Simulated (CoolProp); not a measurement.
The fluid at 354.19 K and 2.57 MPa (gas) is heated at constant pressure to 465.1 K. The same conditions are run with several fluids, on thermodynamics alone (safety and materials aside).

Model: reference Helmholtz-energy equation of state of each fluid (R115: Lemmon 2016; nitrogen: Span 2000; dry air: Lemmon 2000; hydrogen chloride: Thol 2018), in CoolProp. Blends and air are pseudo-pure fits.

**Question.** Rank R115, nitrogen, dry air, hydrogen chloride by heat (kJ/kg), highest first.

**Answer.** nitrogen (118), dry air (115), R115 (109), hydrogen chloride (98.9)

```tsv
fluid	final density (kg/m³)
R115	115
nitrogen	18.4
dry air	19.1
hydrogen chloride	25.2
```
